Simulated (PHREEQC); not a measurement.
Dissolve 0.0086 mol HNO3 and 0.027 mol FeCl3 per kg of water at 20 °C. Closed to the air; pH follows from the charge balance.

Equilibrium calculation in PHREEQC: ion-association model, phreeqc.dat.

This is a speciation only: nothing precipitates in the calculation.

Problem. Estimate the pH.

Solution. pH 1.93.

Problem. In which forms is Fe present?

Solution. Fe+3 46 %, FeCl+2 29 %, Fe2(OH)2+4 11 %, FeOH+2 8.6 %, FeCl2+ 3.6 %, Fe3(OH)4+5 1.1 % of the Fe.

Saturation is exceeded, for instance for Hematite (slow to form), Goethite (slow to form); the values hold only as long as no solid forms.
